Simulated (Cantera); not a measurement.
Formation from one mole of F₂

Standard-state values (1 bar) from the NASA 1993 polynomials, evaluated with Cantera. Values are per mole of reaction as written; species without (g) are pure solids or liquids, kept so even where they would boil at 1 bar.

0.5 C + F₂(g) = 0.5 CF₄(g)

| T (K) | ΔH° (kJ) | ΔS° (J/K) | ΔG° (kJ) | log10 K |
|---|---|---|---|---|
| 300 | -466.6 | -75.0 | -444.1 | 77.32 |
| 1450 | -466.2 | -75.7 | -356.5 | 12.84 |
| 1475 | -466.2 | -75.7 | -354.6 | 12.56 |
| 1500 | -466.1 | -75.6 | -352.7 | 12.28 |
| 1525 | -466.1 | -75.6 | -350.8 | 12.02 |
| 1550 | -466.1 | -75.6 | -348.9 | 11.76 |

0.6667 C + F₂(g) = 0.6667 CF₃(g)

```json
[
 {"T (K)": "300", "ΔH° (kJ)": "-313.5", "ΔS° (J/K)": "-29.9", "ΔG° (kJ)": "-304.6", "log10 K": "53.03"},
 {"T (K)": "1450", "ΔH° (kJ)": "-314.9", "ΔS° (J/K)": "-32.3", "ΔG° (kJ)": "-268.1", "log10 K": "9.66"},
 {"T (K)": "1475", "ΔH° (kJ)": "-314.9", "ΔS° (J/K)": "-32.3", "ΔG° (kJ)": "-267.3", "log10 K": "9.46"},
 {"T (K)": "1500", "ΔH° (kJ)": "-315.0", "ΔS° (J/K)": "-32.3", "ΔG° (kJ)": "-266.5", "log10 K": "9.28"},
 {"T (K)": "1525", "ΔH° (kJ)": "-315.0", "ΔS° (J/K)": "-32.3", "ΔG° (kJ)": "-265.7", "log10 K": "9.10"},
 {"T (K)": "1550", "ΔH° (kJ)": "-315.0", "ΔS° (J/K)": "-32.4", "ΔG° (kJ)": "-264.8", "log10 K": "8.92"}
]
```

0.5 Si + F₂(g) = 0.5 SiF₄(g)

| T (K) | ΔH° (kJ) | ΔS° (J/K) | ΔG° (kJ) | log10 K |
|---|---|---|---|---|
| 300 | -807.5 | -70.8 | -786.2 | 136.89 |
| 1450 | -807.7 | -72.0 | -703.3 | 25.33 |
| 1475 | -807.7 | -72.0 | -701.5 | 24.84 |
| 1500 | -807.7 | -72.0 | -699.7 | 24.36 |
| 1525 | -807.7 | -72.0 | -697.9 | 23.90 |
| 1550 | -807.7 | -72.0 | -696.1 | 23.46 |
